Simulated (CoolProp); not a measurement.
Vapour-liquid equilibrium of ethylbenzene (1) + o-xylene (2) at 417.1 K; x and y are mole fractions of (1).

Values from CoolProp's multi-fluid Helmholtz-energy mixture model, Zhou 2012 and Zhou 2012; pair parameters Bell 2016.

```json
[
 {"x": "0.05", "bubble pressure, mixture model (MPa)": "0.1014", "bubble pressure, Raoult's law (MPa)": "0.1014", "y, mixture model": "0.061", "y, Raoult's law": "0.061"},
 {"x": "0.2", "bubble pressure, mixture model (MPa)": "0.1052", "bubble pressure, Raoult's law (MPa)": "0.1050", "y, mixture model": "0.237", "y, Raoult's law": "0.237"},
 {"x": "0.35", "bubble pressure, mixture model (MPa)": "…", "bubble pressure, Raoult's law (MPa)": "0.1086", "y, mixture model": "…", "y, Raoult's law": "0.401"},
 {"x": "0.5", "bubble pressure, mixture model (MPa)": "…", "bubble pressure, Raoult's law (MPa)": "0.1123", "y, mixture model": "0.554", "y, Raoult's law": "0.554"},
 {"x": "0.65", "bubble pressure, mixture model (MPa)": "…", "bubble pressure, Raoult's law (MPa)": "0.1159", "y, mixture model": "…", "y, Raoult's law": "0.697"},
 {"x": "0.8", "bubble pressure, mixture model (MPa)": "0.1203", "bubble pressure, Raoult's law (MPa)": "0.1195", "y, mixture model": "…", "y, Raoult's law": "0.832"},
 {"x": "0.95", "bubble pressure, mixture model (MPa)": "…", "bubble pressure, Raoult's law (MPa)": "0.1231", "y, mixture model": "…", "y, Raoult's law": "0.959"}
]
```

### Question
What belongs in the gaps?

### Answer

- 0.35, bubble pressure, mixture model (MPa): 0.1092
- 0.35, y, mixture model: 0.402
- 0.5, bubble pressure, mixture model (MPa): 0.1131
- 0.65, bubble pressure, mixture model (MPa): 0.1168
- 0.65, y, mixture model: 0.695
- 0.8, y, mixture model: 0.828
- 0.95, bubble pressure, mixture model (MPa): 0.1234
- 0.95, y, mixture model: 0.957

The largest gap from Raoult's law is +0.8 % in bubble pressure, at x = 0.65. No azeotrope shows between x = 0.05 and 0.95.

The pair parameters rest on a limited set of measurements; away from them the model extrapolates.
